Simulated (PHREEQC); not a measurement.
Consider water at 25 °C with 0.0032 mol CuSO4, 0.071 mol HBF4 and 7.1e-05 mol H3BO3 per kg of water. Closed to the air; pH follows from the charge balance.

Equilibrium calculation in PHREEQC: ion-association model, phreeqc.dat.

No solid was allowed to form.

### Question
Order these F species by the share of F that they hold, largest first: BF3OH-, HF, BF4-, BF2(OH)2-.

### Answer
BF4- (93 %), HF (4.5 %), BF3OH- (2.0 %), BF2(OH)2- (0.14 %)

### Question
Order these S species by the share of S that they hold, largest first: HSO4-, CuSO4, SO4-2.

### Answer
HSO4- (71 %), SO4-2 (26 %), CuSO4 (2.8 %)

The pH is 1.26 and the ionic strength 0.0764 mol/kgw. Species that the database lacks are ignored. Real BF4- forms and hydrolyses slowly; the run takes it at equilibrium.
